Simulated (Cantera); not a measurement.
Cantera run, input and output.

```python
import numpy as np
import cantera as ct

gas = ct.Solution("h2o2.yaml")
gas.TPX = 798, 100000, {'H2': 1, 'O2': 0.455, 'N2': 1.71}
inlet = ct.Reservoir(gas, clone=True)
gas.equilibrate("HP")  # start burning
reactor = ct.IdealGasConstPressureReactor(gas, energy="on", clone=False)
exhaust = ct.Reservoir(gas, clone=True)
tau = [0.23, 0.099, 0.042, 0.018, 0.0077, 0.0033, 0.0014, 0.00059, 0.00025, 0.00011, 4.6e-05, 1.9e-05][0]
for a, b in ((inlet, reactor), (reactor, exhaust)):
    ct.MassFlowController(a, b, mdot=lambda t: reactor.mass / tau)
net = ct.ReactorNet([reactor])
show = ['H2', 'O2', 'HO2', 'H2O', 'H']

rows = []
print(f"{'tau/s':>10s}{'T/K':>9s}" + "".join(f"{s:>11s}" for s in show))
for tau in [0.23, 0.099, 0.042, 0.018, 0.0077, 0.0033, 0.0014, 0.00059, 0.00025, 0.00011, 4.6e-05, 1.9e-05]:
    net.initial_time = 0.0
    net.advance(30 * tau)
    before = gas.X
    net.advance(40 * tau)
    drift = np.max(np.abs(gas.X - before) / (gas.X + 1e-9))
    rows.append([gas.T, *gas[show].X, drift])
    print(f"{tau:10.3e}{gas.T:9.1f}" + "".join(f"{x:11.3e}" for x in gas[show].X))
```

Output:

```
     tau/s      T/K         H2         O2        HO2        H2O          H
 2.300e-01   2633.6  4.730e-02  5.098e-03  2.130e-06  3.023e-01  9.713e-03
 9.900e-02   2632.2  4.738e-02  5.137e-03  2.141e-06  3.021e-01  9.782e-03
 4.200e-02   2628.8  4.757e-02  5.229e-03  2.169e-06  3.017e-01  9.947e-03
 1.800e-02   2621.2  4.801e-02  5.438e-03  2.229e-06  3.007e-01  1.032e-02
 7.700e-03   2604.1  4.896e-02  5.903e-03  2.360e-06  2.985e-01  1.118e-02
 3.300e-03   2567.8  5.088e-02  6.874e-03  2.622e-06  2.940e-01  1.309e-02
 1.400e-03   2496.8  5.427e-02  8.724e-03  3.131e-06  2.856e-01  1.712e-02
 5.900e-04   2379.6  5.890e-02  1.165e-02  4.151e-06  2.729e-01  2.453e-02
 2.500e-04   2223.6  6.340e-02  1.540e-02  6.112e-06  2.579e-01  3.573e-02
 1.100e-04   2050.7  6.666e-02  1.954e-02  9.240e-06  2.432e-01  4.961e-02
 4.600e-05   1854.9  6.944e-02  2.478e-02  1.439e-05  2.279e-01  6.638e-02
 1.900e-05   1652.2  7.640e-02  3.287e-02  2.346e-05  2.099e-01  8.173e-02
```

Model: the H2/O2 subset of GRI-Mech 3.0, which has no nitrogen chemistry, integrated in Cantera.
